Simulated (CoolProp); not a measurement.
A Linde-Hampson liquefier for dry air: isothermal reversible compression at 280 K from 1 atm to 25 MPa, throttling to 1 atm, return gas leaving the recuperator 2 K below the feed. Each further row changes one setting.

Computed with CoolProp (reference Helmholtz-energy equation of state, Lemmon 2000). It is a pseudo-pure fit of the blend.

```tsv
case	liquid yield per pass	compression work (kJ/kg of gas)
as stated	?	440
high pressure 50 MPa	0.123	?
warm-end temperature 310 K	?	?
warm-end gap 7 K	?	440
```

Task: Fill in the missing entries.

Result: 
- as stated, liquid yield per pass: 0.108
- high pressure 50 MPa, compression work (kJ/kg of gas): 504
- warm-end temperature 310 K, liquid yield per pass: 0.079
- warm-end temperature 310 K, compression work (kJ/kg of gas): 491
- warm-end gap 7 K, liquid yield per pass: 0.097
